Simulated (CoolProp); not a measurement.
Vapour-liquid equilibrium of R152A (1) + n-pentane (2) at 343.4 K; x and y are mole fractions of (1).

Values from CoolProp's multi-fluid Helmholtz-energy mixture model, Outcalt 1996 and Thol 2019; pair parameters Bell 2016.

```
x     bubble pressure (kPa)  y at the bubble point  dew pressure at overall composition x (kPa)  liquid density (mol/L)
----  ---------------------  ---------------------  -------------------------------------------  ----------------------
0.05                  477.1                  0.395                                        301.0                   8.057
0.2                   909.3                  0.687                                        359.2                   8.407
0.35                   1184                  0.770                                        443.7                   8.780
0.5                    1373                  0.816                                        577.4                   9.195
0.65                   1530                  0.855                                        818.2                   9.685
0.8                    1686                  0.901                                         1307                   10.32
0.95                   1846                  0.969                                         1807                   11.19
```

No azeotrope shows between x = 0.05 and 0.95.

Pair parameters are fitted to limited data, so mixtures are less certain than the pure fluids.
